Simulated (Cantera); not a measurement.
What does this Cantera script print?

```python
import numpy as np
import cantera as ct

gas_names = """
    C CH CH2 CH3 CH4 C2 C2H C2H2,acetylene C2H2,vinylidene C2H3,vinyl C2H4 C2H5 C2H6 C3 C3H3,propargyl
    C3H4,allene C3H4,propyne C3H4,cyclo- C3H5,allyl C3H6,propylene C3H6,cyclo- C3H7,n-propyl
    C3H7,i-propyl C3H8 C4 C4H2 C4H4,1,3-cyclo- C4H6,butadiene C4H6,2-butyne C4H6,cyclo- C4H8,1-butene
    C4H8,cis2-buten C4H8,tr2-butene C4H8,isobutene C4H8,cyclo- C4H9,n-butyl C4H9,i-butyl C4H9,s-butyl
    C4H9,t-butyl C4H10,isobutane C4H10,n-butane C5 C5H6,1,3cyclo- C5H8,cyclo- C5H10,1-pentene
    C5H10,cyclo- C5H11,pentyl C5H11,t-pentyl C5H12,n-pentane C5H12,i-pentane CH3C(CH3)2CH3 C6H2
    C6H5,phenyl C6H6 C6H10,cyclo- C6H12,1-hexene C6H12,cyclo- C6H13,n-hexyl C7H7,benzyl C7H8
    C7H14,1-heptene C7H15,n-heptyl C7H16,n-heptane C8H8,styrene C8H10,ethylbenz C8H16,1-octene
    C8H17,n-octyl C8H18,isooctane C8H18,n-octane C9H19,n-nonyl C10H8,naphthale C10H21,n-decyl
    C12H9,o-bipheny C12H10,bipheny H H2 Si SiC SiC2 SiC4H12 SiH SiH2 SiH3 SiH4 Si2 Si2C Si3
""".split()
cond_names = """
    C(gr) C6H6(L) C7H8(L) C8H18(L),n-octa Si(cr) Si(L) SiC(b)
""".split()


def load(file, names, dense=False):
    # The tables refer to 1 bar. Condensed volumes are neglected.
    table = {s.name: s for s in ct.Species.list_from_file(file)}
    out = []
    for n in names:
        d = dict(table[n].input_data)
        d["thermo"] = dict(d["thermo"], **{"reference-pressure": 1e5})
        if dense:
            d["equation-of-state"] = {"model": "constant-volume", "density": "1e6 g/cm^3"}
        out.append(ct.Species.from_dict(d))
    return out


gas = ct.Solution(thermo="ideal-gas", species=load("nasa_gas.yaml", gas_names))
cond = {s.name: ct.Solution(thermo="fixed-stoichiometry", species=[s], name=s.name)
        for s in load("nasa_condensed.yaml", cond_names, dense=True)}
atoms = {
    'Si(CH3)4': {'Si': 1, 'C': 4, 'H': 12},
    'C2H4': {'C': 2, 'H': 4},
    'H2': {'H': 2},
}
top_T = {'C(gr)': 4500, 'SiC(b)': 3050}  # K; cautious upper limits of use, not melting points


def equilibrate(T, P, feed):
    n = {}
    for name, mol in feed.items():
        for a, k in atoms[name].items():
            n[a] = n.get(a, 0.0) + k * mol
    gas.TPX = T, P, n
    mass = sum(n.values()) * gas.mean_molecular_weight
    gas.equilibrate("TP")
    valid = [c for c in cond.values() if c.min_temp <= T <= top_T.get(c.name, c.max_temp)]
    mix = ct.Mixture([(gas, mass / gas.mean_molecular_weight)] + [(c, 0.0) for c in valid])
    mix.T, mix.P = T, P
    mix.equilibrate("TP", solver="vcs", rtol=1e-11, max_steps=5000)
    return mix


results = []
feed = {'Si(CH3)4': 1, 'C2H4': 0.019, 'H2': 8.8}  # mol
P = 75000  # Pa
for T in [1373, 1473, 1573, 1673, 1773, 1873, 1973, 2073, 2173, 2273, 2373, 2473, 2573]:
    mix = equilibrate(T, P, feed)
    results.append((T, P, feed, dict(zip(mix.species_names, mix.species_moles))))
    x = sorted(zip(gas.X, gas.species_names), reverse=True)
    print(f"T = {T:g} K  P = {P:g} Pa  gas = {mix.phase_moles(0):.4g} mol")
    print("   x: " + "  ".join(f"{s} {v:.3e}" for v, s in x if v > 1e-05))
    print("   condensed (mol): " + ("  ".join(f"{mix.phase(i).name} {mix.phase_moles(i):.4g}"
          for i in range(1, mix.n_phases) if mix.phase_moles(i) > 1e-12) or "none"))
```

It prints:

```
T = 1373 K  P = 75000 Pa  gas = 14.78 mol
   x: H2 9.962e-01  CH4 3.748e-03
   condensed (mol): C(gr) 2.982  SiC(b) 1
T = 1473 K  P = 75000 Pa  gas = 14.81 mol
   x: H2 9.978e-01  CH4 2.192e-03  H 1.459e-05
   condensed (mol): C(gr) 3.005  SiC(b) 1
T = 1573 K  P = 75000 Pa  gas = 14.82 mol
   x: H2 9.986e-01  CH4 1.372e-03  H 4.691e-05  C2H2,acetylene 2.062e-05
   condensed (mol): C(gr) 3.017  SiC(b) 1
T = 1673 K  P = 75000 Pa  gas = 14.83 mol
   x: H2 9.989e-01  CH4 9.085e-04  H 1.314e-04  C2H2,acetylene 5.691e-05
   condensed (mol): C(gr) 3.023  SiC(b) 1
T = 1773 K  P = 75000 Pa  gas = 14.83 mol
   x: H2 9.989e-01  CH4 6.308e-04  H 3.283e-04  C2H2,acetylene 1.398e-04
   condensed (mol): C(gr) 3.024  SiC(b) 1
T = 1873 K  P = 75000 Pa  gas = 14.84 mol
   x: H2 9.985e-01  H 7.447e-04  CH4 4.558e-04  C2H2,acetylene 3.116e-04
   condensed (mol): C(gr) 3.022  SiC(b) 1
T = 1973 K  P = 75000 Pa  gas = 14.84 mol
   x: H2 9.974e-01  H 1.556e-03  C2H2,acetylene 6.390e-04  CH4 3.406e-04  CH3 1.056e-05
   condensed (mol): C(gr) 3.014  SiC(b) 0.9999
T = 2073 K  P = 75000 Pa  gas = 14.86 mol
   x: H2 9.954e-01  H 3.030e-03  C2H2,acetylene 1.220e-03  CH4 2.618e-04  CH3 1.560e-05  SiH2 1.122e-05
   condensed (mol): C(gr) 2.998  SiC(b) 0.9996
T = 2173 K  P = 75000 Pa  gas = 14.88 mol
   x: H2 9.919e-01  H 5.550e-03  C2H2,acetylene 2.189e-03  CH4 2.058e-04  Si 3.723e-05  SiH2 2.569e-05  CH3 2.216e-05  SiH 1.499e-05
   condensed (mol): C(gr) 2.97  SiC(b) 0.9987
T = 2273 K  P = 75000 Pa  gas = 14.91 mol
   x: H2 9.862e-01  H 9.633e-03  C2H2,acetylene 3.718e-03  CH4 1.647e-04  Si 1.298e-04  SiH2 5.447e-05  SiH 4.304e-05  CH3 3.039e-05  SiC2 1.630e-05
   condensed (mol): C(gr) 2.927  SiC(b) 0.9961
T = 2373 K  P = 75000 Pa  gas = 14.96 mol
   x: H2 9.771e-01  H 1.594e-02  C2H2,acetylene 6.011e-03  Si 4.065e-04  CH4 1.336e-04  SiH 1.126e-04  SiH2 1.078e-04  SiC2 7.160e-05  Si2C 4.112e-05  CH3 4.032e-05  C4H2 1.520e-05
   condensed (mol): C(gr) 2.863  SiC(b) 0.9883
T = 2473 K  P = 75000 Pa  gas = 15.05 mol
   x: H2 9.631e-01  H 2.527e-02  C2H2,acetylene 9.287e-03  Si 1.159e-03  SiC2 2.780e-04  SiH 2.714e-04  SiH2 2.006e-04  Si2C 1.546e-04  CH4 1.091e-04  CH3 5.179e-05  C4H2 3.695e-05  C2H 1.651e-05
   condensed (mol): C(gr) 2.776  SiC(b) 0.9664
T = 2573 K  P = 75000 Pa  gas = 15.2 mol
   x: H2 9.419e-01  H 3.849e-02  C2H2,acetylene 1.374e-02  Si 3.045e-03  SiC2 9.681e-04  SiH 6.070e-04  Si2C 5.225e-04  SiH2 3.519e-04  CH4 8.905e-05  C4H2 8.294e-05  CH3 6.434e-05  C2H 4.685e-05  Si2 2.554e-05  C2H2,vinylidene 1.361e-05
   condensed (mol): C(gr) 2.665  SiC(b) 0.9077
```

Equilibrium computed with Cantera from the NASA thermochemical tables; the gas is ideal and each condensed phase is pure. Gases not in the tables: Si2H6 and higher silanes.
